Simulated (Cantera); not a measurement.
Input: 1 mol Si₃N₄, 0.0079 mol H₂O, 200 mol N₂, equilibrated at 52.0 Pa.

These are equilibrium values from Cantera (NASA tables, ideal gas, pure condensed phases), not measurements of a reactor. Candidate condensed phases: H₂O, Si, SiO₂, Si₂N₂O, Si₃N₄; 35 gas species. Mutual solubility and eutectic melting of coexisting phases are not modelled. Equilibrium is a limit: real reactors are often held back by kinetics, nucleation or transport.

Q: Which condensed phases are stable at each of these points (T (K)): 1300, 1350, 1400, 1450, 1500, 1550, 1600?

A: 
| T (K) | condensed phases | Si condensed (%) |
|---|---|---|
| 1300 | Si₂N₂O(s) + Si₃N₄(s) | 100.0 |
| 1350 | Si₂N₂O(s) + Si₃N₄(s) | 100.0 |
| 1400 | Si₂N₂O(s) + Si₃N₄(s) | 99.8 |
| 1450 | Si₃N₄(s) | 99.7 |
| 1500 | Si₃N₄(s) | 99.7 |
| 1550 | Si₃N₄(s) | 99.6 |
| 1600 | Si₃N₄(s) | 98.8 |

From 1300 K to 1400 K the condensed part is Si₂N₂O(s) + Si₃N₄(s). From 1450 K to 1600 K the condensed part is Si₃N₄(s).
